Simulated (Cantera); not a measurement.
An isothermal, constant-pressure homogeneous reactor starts with N2O : H2 : N2 = 1 : 0.0023 : 1.2 (molar parts), at 1175 K and 0.237 atm.

Model: GRI-Mech 3.0 (53 species, 325 reactions), integrated in Cantera. GRI-Mech 3.0 was tuned for natural gas; its chemistry of N2O as a main component is partial and can be far from experiment. The mechanism lacks the step 2 NO + O2 → 2 NO2, which can matter for NO2 below about 1400 K. The temperature is held fixed by assumption; the heat of reaction is taken as removed at once.

Problem. Predict: x(N2O) at 2.00 s; x(H2) at 2.00 s; x(N2) at 2.00 s; x(NO2) at 2.00 s; x(NO) at 2.00 s; x(O) at 2.00 s.

Solution. 
| Property | Result |
|---|---|
| x(N2O) at 2.00 s | 0.365 (gas-phase equilibrium 5.47e-9) |
| x(H2) at 2.00 s | 1.72e-9 (gas-phase equilibrium 3.04e-11) |
| x(N2) at 2.00 s | 0.595 (gas-phase equilibrium 0.814) |
| x(NO2) at 2.00 s | 6.44e-5 (gas-phase equilibrium 1.35e-6) |
| x(NO) at 2.00 s | 0.00646 (gas-phase equilibrium 0.000154) |
| x(O) at 2.00 s | 1.14e-6 (gas-phase equilibrium 1.29e-8) |
